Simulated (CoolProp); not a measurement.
The fluid at 284.62 K and 3.71 MPa flows at 0.14 m/s in a round tube of 12.7 mm bore and 15 µm roughness, fully developed (64/Re and Nu = 3.66 if laminar; Colebrook and Gnielinski if turbulent). The same conditions are run with several fluids, on thermodynamics alone (safety and materials aside).

The numbers come from the reference Helmholtz-energy equation of state of each fluid (c-C4F8 (RC318): Platzer 1990; R134a: Tillner-Roth 1994; n-decane: Lemmon 2006) in CoolProp. The equations of Platzer and Polt are older, rougher fits.

```csv
fluid,Reynolds number,Darcy friction factor,pressure drop (Pa/m),heat-transfer coefficient (W/(m² K)),mass flow (kg/h)
c-C4F8 (RC318),5820,0.0372,45.1,267,100
R134a,9320,0.0332,32.5,418,81.1
n-decane,1210,0.0531,30.3,38.7,47.2
```

Transport values come from each fluid's own correlations; those of c-C4F8 (RC318), R134a are estimates that may be off by 10 % or more.
